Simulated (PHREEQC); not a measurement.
Solution (25 °C): 0.0097 mol H2SO4 and 0.0057 mol MnSO4 per kg of water. Closed to the air; pH follows from the charge balance.

Computed with PHREEQC (Pitzer model, pitzer.dat).

**Question.** The ionic strength comes out as 0.0409 mol/kgw. What activity coefficients do SO4-2, H+, HSO4-, Mn+2 get?

**Answer.** SO4-2 0.41, H+ 0.83, HSO4- 0.82, Mn+2 0.40. Single-ion values are on the MacInnes scale.

No solid was allowed to form. Complexes and solids missing from the database can't appear.
